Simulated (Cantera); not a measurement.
Input: 1 mol SiCl4, 18 mol N2, equilibrated at 3400 Pa.

Equilibrium computed with Cantera from the NASA thermochemical tables; the gas is ideal and each condensed phase is pure. Candidate condensed phases: Si, Si3N4; 13 gas species. The tables' values for SiCl3 are old estimates; treat these amounts as uncertain. Equilibrium is a limit: real reactors are often held back by kinetics, nucleation or transport. All values below are at 1373 K.

Base state: N2 0.947, SiCl4 0.0522, Cl 0.000391, SiCl3 0.000384, SiCl2 1.31e-5 (mole fractions); condensed: gas only.

### Question
What changes in the equilibrium state with this change: pressure from 3400 Pa to 210 Pa?

### Answer
```
species    before     after
-------  --------  --------
N2          0.947     0.946
SiCl4      0.0522    0.0510
Cl       0.000391   0.00171
SiCl2     1.31e-5  0.000174
SiCl3    0.000384   0.00139
Cl2       9.82e-6   1.16e-5
```
